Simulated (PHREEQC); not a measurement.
## Brine (model solution)

Dissolve 2 mol/kgw MgCl2, 0.93 mol/kgw Na2SO4 and 0.00031 mol/kgw H4SiO4 at 25 °C. Closed to the air; pH follows from the charge balance.

All values are PHREEQC results (Pitzer model, pitzer.dat), not measurements.

This is a speciation only: nothing precipitates in the calculation.

Estimate the pH, activity of water.

pH 5.32; activity of water 0.792.

In brines, pH and single-ion activities rest on the MacInnes convention.
